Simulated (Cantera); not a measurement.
Cantera run, input and output.

```python
import numpy as np
import cantera as ct

gas = ct.Solution("gri30.yaml")
gas.TPX = 400, 550000, {'CH4': 1, 'O2': 3.28, 'N2': 12.3}
inlet = ct.Reservoir(gas, clone=True)
gas.equilibrate("HP")  # start burning
reactor = ct.IdealGasConstPressureReactor(gas, energy="on", clone=False)
exhaust = ct.Reservoir(gas, clone=True)
tau = [0.024, 0.011, 0.0054, 0.0025, 0.0012, 0.00056, 0.00026, 0.00012, 5.9e-05][0]
for a, b in ((inlet, reactor), (reactor, exhaust)):
    ct.MassFlowController(a, b, mdot=lambda t: reactor.mass / tau)
net = ct.ReactorNet([reactor])
show = ['CH4', 'O2', 'NO', 'HCN', 'C2H4', 'C2H6', 'N2O']

rows = []
print(f"{'tau/s':>10s}{'T/K':>9s}" + "".join(f"{s:>11s}" for s in show))
for tau in [0.024, 0.011, 0.0054, 0.0025, 0.0012, 0.00056, 0.00026, 0.00012, 5.9e-05]:
    net.initial_time = 0.0
    net.advance(30 * tau)
    before = gas.X
    net.advance(40 * tau)
    drift = np.max(np.abs(gas.X - before) / (gas.X + 1e-9))
    rows.append([gas.T, *gas[show].X, drift])
    print(f"{tau:10.3e}{gas.T:9.1f}" + "".join(f"{x:11.3e}" for x in gas[show].X))
```

It prints:

```
     tau/s      T/K        CH4         O2         NO        HCN       C2H4       C2H6        N2O
 2.400e-02   1762.3  1.976e-05  7.723e-02  6.369e-06  6.643e-09  1.525e-08  3.019e-09  9.027e-07
 1.100e-02   1759.4  3.397e-05  7.733e-02  5.899e-06  9.249e-09  3.663e-08  7.381e-09  1.253e-06
 5.400e-03   1755.3  5.549e-05  7.751e-02  5.645e-06  1.274e-08  7.714e-08  1.595e-08  1.614e-06
 2.500e-03   1747.9  9.505e-05  7.787e-02  5.239e-06  1.801e-08  1.665e-07  3.600e-08  1.938e-06
 1.200e-03   1736.2  1.623e-04  7.850e-02  4.557e-06  2.507e-08  3.452e-07  8.006e-08  2.053e-06
 5.600e-04   1714.7  2.992e-04  7.979e-02  3.537e-06  3.597e-08  7.903e-07  2.071e-07  1.904e-06
 2.600e-04   1666.7  6.871e-04  8.308e-02  2.033e-06  5.137e-08  2.818e-06  9.296e-07  1.442e-06
 1.200e-04    400.0  6.031e-02  1.978e-01 -3.858e-21 -6.681e-22 -3.151e-18 -4.449e-18 -1.335e-20
 5.900e-05    400.0  6.031e-02  1.978e-01 -2.661e-24 -4.607e-25 -2.173e-21 -3.068e-21 -9.205e-24
```

Model: GRI-Mech 3.0 (53 species, 325 reactions), integrated in Cantera.
